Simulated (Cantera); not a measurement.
An adiabatic, constant-volume homogeneous reactor starts with H₂ : O₂ : N₂ = 1 : 0.13 : 0.855 (molar parts), equivalence ratio 3.8, at 1550 K and 825 Torr.

Computed with Cantera and GRI-Mech 3.0 (53 species, 325 reactions).

Task: Predict: time of steepest temperature rise; temperature at 0.500 s; equilibrium temperature; x(H₂) at 0.500 s; x(O₂) at 0.500 s; x(H) at 0.500 s; x(H₂O₂) at 0.500 s; x(NO) at 0.500 s.

Result: time of steepest temperature rise: 16.8 µs
temperature at 0.500 s: 2577 K
equilibrium temperature: 2577 K
x(H₂) at 0.500 s: 0.388 (gas-phase equilibrium 0.388)
x(O₂) at 0.500 s: 5.38e-6 (gas-phase equilibrium 5.38e-6)
x(H) at 0.500 s: 0.0167 (gas-phase equilibrium 0.0167)
x(H₂O₂) at 0.500 s: 3.47e-9 (gas-phase equilibrium 3.47e-9)
x(NO) at 0.500 s: 0.000101 (gas-phase equilibrium 0.000101)
